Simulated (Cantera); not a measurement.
A closed system holds: 1 mol Si2Cl6, 1.7 mol HCl, 74 mol N2, equilibrated at 56.3 Torr.

Cantera equilibrium calculation (NASA polynomials, part measured and part estimated; ideal gas, pure solids and liquids). Candidate condensed phases: NH4Cl, Si, Si3N4; 28 gas species. The feed counts by its element totals alone. N2 is the only nitrogen source here; it is nearly inert below about 1500 K, so the nitride shown seldom forms there in practice. The tables' values for SiCl3 are old estimates; treat these amounts as uncertain. Kinetics and transport are ignored.

x: gas mole fraction; n: condensed amount in mol.

```json
[
 {"T (K)": "1350", "x N2": "0.958", "x HCl": "0.0206", "x SiCl4": "0.0174", "x SiCl2": "0.00144", "x SiCl3": "0.00224", "x H2": "0.000704", "n Si3N4(s)": "0.124"},
 {"T (K)": "1375", "x N2": "0.957", "x HCl": "0.0206", "x SiCl4": "0.0166", "x SiCl2": "___", "x SiCl3": "0.00282", "x H2": "0.000702", "n Si3N4(s)": "___"},
 {"T (K)": "1400", "x N2": "0.956", "x HCl": "0.0206", "x SiCl4": "0.0155", "x SiCl2": "0.00329", "x SiCl3": "0.00347", "x H2": "0.000706", "n Si3N4(s)": "0.0926"},
 {"T (K)": "1425", "x N2": "0.956", "x HCl": "0.0205", "x SiCl4": "___", "x SiCl2": "___", "x SiCl3": "0.00416", "x H2": "0.000716", "n Si3N4(s)": "___"},
 {"T (K)": "1450", "x N2": "0.954", "x HCl": "0.0204", "x SiCl4": "0.0127", "x SiCl2": "0.00675", "x SiCl3": "0.00484", "x H2": "0.000735", "n Si3N4(s)": "0.0384"},
 {"T (K)": "1475", "x N2": "0.953", "x HCl": "0.0203", "x SiCl4": "0.0110", "x SiCl2": "0.00925", "x SiCl3": "0.00546", "x H2": "0.000766", "n Si3N4(s)": "0.00142"},
 {"T (K)": "1500", "x N2": "0.953", "x HCl": "0.0207", "x SiCl4": "0.0106", "x SiCl2": "0.00949", "x SiCl3": "0.00563", "x H2": "0.000568", "n Si3N4(s)": "0"},
 {"T (K)": "1525", "x N2": "0.953", "x HCl": "0.0210", "x SiCl4": "0.0104", "x SiCl2": "0.00958", "x SiCl3": "0.00578", "x H2": "0.000412", "n Si3N4(s)": "0"}
]
```

Fill in the missing entries.


- 1425, x SiCl4: 0.0142
- 1425, x SiCl2: 0.00478
- 1425, n Si3N4(s): 0.0687
- 1375, x SiCl2: 0.00220
- 1375, n Si3N4(s): 0.111
